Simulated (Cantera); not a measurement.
A closed system holds: 1 mol AlI3, 4.2 mol O2, 250 mol H2, equilibrated at 1800 K and 1.00 bar.

Equilibrium computed with Cantera from the NASA thermochemical tables; the gas is ideal and each condensed phase is pure. Candidate condensed phases: Al, AlI3, Al2O3, H2O, I2; 25 gas species. Gases not in the tables: Al(OH)3. Rates play no part.

Base state: H2 0.960, H2O 0.0274, HI 0.00607, I 0.00582, H 0.000351 (mole fractions); condensed: Al2O3(s).

### Question
What changes in the equilibrium state with this change: O2 from 4.2 to 13 mol?

### Answer
| species | before | after |
|---|---|---|
| H2 | 0.960 | 0.891 |
| H2O | 0.0274 | 0.0971 |
| HI | 0.00607 | 0.00596 |
| H | 0.000351 | 0.000338 |
| I | 0.00582 | 0.00593 |
| Al2O3(s), mol | 0.500 | 0.500 |

### Question
What changes in the equilibrium state with this change: 0.71 mol NH3 added?

### Answer
```csv
species,before,after
H2,0.960,0.959
H2O,0.0274,0.0272
HI,0.00607,0.00603
N2,0,0.00140
I,0.00582,0.00579
H,0.000351,0.000351
"Al2O3(s), mol",0.500,0.500
```
Further candidate phases: AlN.
